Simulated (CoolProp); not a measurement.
Vapour-liquid equilibrium of propane (1) + isopentane (2) at 53.85 °C; x and y are mole fractions of (1).

Model: multi-fluid Helmholtz-energy mixture model, Lemmon 2009 and Lemmon 2006; pair parameters Kunz 2012, in CoolProp.

**Question.** Give the bubble pressure and the first vapour's composition at x = 0.25, 0.65, 0.95. Is there an azeotrope?

**Answer.** x = 0.25: 0.6294 MPa, y = 0.683; x = 0.65: 1.242 MPa, y = 0.901; x = 0.95: 1.761 MPa, y = 0.986. No azeotrope shows between x = 0.05 and 0.95.

The pair parameters rest on a limited set of measurements; away from them the model extrapolates. The gap from Raoult's law changes sign with composition, which may be real or a fault of the pair parameters; it wasn't checked against measurements.
